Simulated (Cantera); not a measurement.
# Reactions in the system Al-Br-H-O

Source: NASA polynomial tables (part measured, part estimated), evaluated in Cantera. Values are per mole of reaction as written; species without (g) are pure solids or liquids, kept so even where they would boil at 1 bar.

3 H₂O₂(g) + 2 AlBr₃(g) ⇌ 6 HBr(g) + 6 O(g) + 2 Al

| T (K) | ΔH° (kJ) | ΔS° (J/K) | ΔG° (kJ) | log10 K |
|---|---|---|---|---|
| 1998 | 2581.8 | 910.7 | 762.3 | -19.93 |
| 2023 | 2582.3 | 910.9 | 739.6 | -19.10 |
| 2048 | 2582.7 | 911.1 | 716.8 | -18.28 |
| 2073 | 2583.1 | 911.3 | 694.0 | -17.49 |
| 2098 | 2583.6 | 911.5 | 671.2 | -16.71 |
| 2123 | 2584.0 | 911.7 | 648.4 | -15.95 |
| 2148 | 2584.4 | 911.9 | 625.6 | -15.21 |
| 2173 | 2584.8 | 912.1 | 602.8 | -14.49 |
